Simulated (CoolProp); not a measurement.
Vapour-liquid equilibrium of dimethyl ether (1) + R227EA (2) at 4 bar; x and y are mole fractions of (1).

Computed with CoolProp (multi-fluid Helmholtz-energy mixture model, Wu 2011 and Lemmon 2016; pair parameters Bell 2016).

| x | bubble temperature, mixture model (K) | bubble temperature, Raoult's law (K) | y, mixture model | y, Raoult's law |
|---|---|---|---|---|
| 0.05 | 295.2 | 293.5 | ? | 0.064 |
| 0.2 | 298.5 | 292.1 | ? | 0.247 |
| 0.35 | 299.6 | 290.7 | 0.361 | 0.415 |
| 0.5 | ? | 289.4 | ? | 0.569 |
| 0.65 | 294.3 | 288.1 | 0.776 | 0.711 |
| 0.8 | ? | 286.9 | 0.901 | 0.841 |
| 0.95 | 286.4 | 285.7 | 0.980 | 0.962 |

Task: What belongs in the gaps?

Result: 
- 0.05, y, mixture model: 0.023
- 0.2, y, mixture model: 0.152
- 0.5, bubble temperature, mixture model (K): 297.9
- 0.5, y, mixture model: 0.589
- 0.8, bubble temperature, mixture model (K): 290.2

The largest gap from Raoult's law is +8.9 K in bubble temperature, at x = 0.35. y crosses x between x = 0.2 and 0.35: the model has an azeotrope there.

Pair parameters are fitted to limited data, so mixtures are less certain than the pure fluids.
